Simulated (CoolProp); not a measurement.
c-C4F8 (RC318) along the isobar 4.39 MPa: Z from the reference equation and from simpler models built on Tc = 388.4 K, pc = 2.778 MPa, ω = 0.355; each cubic takes its own stable root.

Values from CoolProp's reference Helmholtz-energy equation of state, Platzer 1990. This equation is an older, rougher fit; its heat capacities, sound speeds and derivatives of the liquid may be far off and weren't checked against measurements.

| T (K) | phase | reference | Redlich-Kwong | Soave-Redlich-Kwong | Peng-Robinson |
|---|---|---|---|---|---|
| 341.8 | liquid | 0.2296 | 0.2593 | 0.2475 | 0.2194 |
| 355 | liquid | 0.2324 | 0.2645 | 0.2538 | 0.2254 |
| 368.1 | liquid | 0.2381 | 0.2731 | 0.2645 | 0.2357 |
| 381.3 | liquid | 0.2489 | 0.2869 | 0.2827 | 0.2534 |
| 394.5 | supercritical | 0.2707 | 0.3095 | 0.3153 | 0.2858 |
| 407.7 | supercritical | 0.3262 | 0.3488 | 0.3811 | 0.3524 |
| 420.9 | supercritical | 0.4473 | 0.4182 | 0.4908 | 0.4609 |
| 434.1 | supercritical | 0.5569 | 0.5053 | 0.5881 | 0.5556 |
| 447.3 | supercritical | 0.6332 | 0.5779 | 0.6593 | 0.6256 |
| 460.4 | supercritical | 0.6892 | 0.6335 | 0.7132 | 0.6792 |
| 473.6 | supercritical | 0.7333 | 0.6778 | 0.7564 | 0.7226 |
| 486.8 | supercritical | 0.7691 | 0.7141 | 0.7918 | 0.7585 |
| 500 | supercritical | 0.7989 | 0.7444 | 0.8215 | 0.7888 |
